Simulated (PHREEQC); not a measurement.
0.88 g of hydrous ferric oxide (600 m²/g; 0.2 weak and 0.005 strong sites per Fe, Dzombak-Morel constants, diffuse double layer) in 1 kg of water with 0.05 mol/kgw of an inert sodium salt, at 25 °C; the pH is set by adding NaOH or the inert anion's acid. O2 is buffered at 0.21 atm. CO2 from the air is kept out. Precipitation was switched off in this run.

Model: ion-association model, wateq4f.dat, run in PHREEQC.

**Question.** Predict surface charge σ (C/m²) at pH = 6, 6.38.

**Answer.** 
| pH | surface charge σ (C/m²) |
|---|---|
| 6 | 0.089 |
| 6.38 | 0.064 |

The oxide is taken as insoluble; below pH 4 it would dissolve.
